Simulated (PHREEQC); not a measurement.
Consider water at 20 °C with 0.016 mol/kgw NiSO4, 0.0019 mol/kgw NiCl2, 0.00043 mol/kgw H2SO4 and 0.0044 mol/kgw Na2SO4. Closed to the air; pH follows from the charge balance.

All values are PHREEQC results (ion-association model, wateq4f.dat), not measurements.

| quantity | before | after |
|---|---|---|
| pH | 3.33 | 3.30 |
| ionic strength (mol/kgw) | 0.0589 | 0.0489 |
| SO4-2 (mol/kgw) | 0.0142 | 0.0108 |
| Ni+2 (mol/kgw) | 0.0118 | 0.0125 |
| HSO4- (mol/kgw) | 0.000314 | 0.000270 |
| Ni(SO4)2-2 (mol/kgw) | 4.93e-6 | 3.33e-6 |
| SI of Morenosite (NiSO4:7H2O) | -2.09 | -2.14 |
| SI of Ni(OH)2 (Ni(OH)2) | -6.04 | -6.07 |

Q: What was changed between the two runs?
A) NiCl2 left out
B) NiCl2 from 0.0019 to 0.00038 mol/kgw
C) Na2SO4 left out
D) H2SO4 from 0.00043 to 0.000215 mol/kgw

A: C, Na2SO4 left out

This is a speciation only: nothing precipitates in the calculation.
